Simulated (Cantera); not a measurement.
Input: 1 mol V₂O₅, 1.5 mol H₂, 4 mol H₂O, at 2175 K and 21000 Pa.

Cantera equilibrium calculation (NASA polynomials, part measured and part estimated; ideal gas, pure solids and liquids). Candidate condensed phases: H₂O, V, VO, V₂O₃, V₂O₄, V₂O₅; 12 gas species. Mutual solubility and eutectic melting of coexisting phases are not modelled. Condensed phases not in the tables: the oxides between V₂O₃ and V₂O₅ other than VO₂. Rates play no part.

Base state: H₂O 0.918, H₂ 0.0598, VO₂ 0.0131, OH 0.00537, H 0.00261, O₂ 0.00106, O 0.000164 (mole fractions); condensed: V₂O₃(s) + V₂O₄(l).

Q: What changes in the equilibrium state with this change: H₂ from 1.5 to 580 mol?

A: 
```tsv
species	before	after
H₂	0.0598	0.977
H₂O	0.918	0.0118
H	0.00261	0.0105
VO₂	0.0131	0.000156
O₂	0.00106	<1e-9
O	0.000164	1.28e-7
OH	0.00537	1.70e-5
V₂O₃(s), mol	0.185	0
V₂O₄(l), mol	0.778	0
VO(l), mol	0	1.85
```
VO: taken at fixed stoichiometry.

Q: What changes in the equilibrium state with this change: V₂O₅ replaced by Ta₂O₅?

A: 
```json
[
 {"species": "H₂O", "before": "0.918", "after": "0.722"},
 {"species": "H₂", "before": "0.0598", "after": "0.270"},
 {"species": "H", "before": "0.00261", "after": "0.00554"},
 {"species": "VO₂", "before": "0.0131", "after": "0"},
 {"species": "O₂", "before": "0.00106", "after": "3.23e-5"},
 {"species": "O", "before": "0.000164", "after": "2.86e-5"},
 {"species": "V₂O₃(s), mol", "before": "0.185", "after": "0"},
 {"species": "V₂O₄(l), mol", "before": "0.778", "after": "0"},
 {"species": "Ta₂O₅(l), mol", "before": "0", "after": "1.000"}
]
```
Further candidate phases: Ta, Ta₂O₅.
